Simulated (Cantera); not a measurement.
Input: 1 mol Si3N4, a varied amount of Cl2, held at 1298.15 K and 16000 Pa.

Cantera equilibrium calculation (NASA polynomials, part measured and part estimated; ideal gas, pure solids and liquids). Candidate condensed phases: Si, Si3N4; 13 gas species. Equilibrium is a limit: real reactors are often held back by kinetics, nucleation or transport.

**Question.** Which condensed phases are stable at each of these points (n(Cl2) (mol)): 3.2, 6, 8.7, 11, 14, 17, 20, 22, 25, 28?

**Answer.** 
```
n(Cl2) (mol)  condensed phases  Si condensed (%)
------------  ----------------  ----------------
3.2                   Si3N4(s)              46.2
6                     gas only               0.0
8.7                   gas only               0.0
11                    gas only               0.0
14                    gas only               0.0
17                    gas only               0.0
20                    gas only               0.0
22                    gas only               0.0
25                    gas only               0.0
28                    gas only               0.0
```

At 3.2 mol Cl2 the condensed part is Si3N4(s). From 6 mol Cl2 to 28 mol Cl2 nothing is condensed.
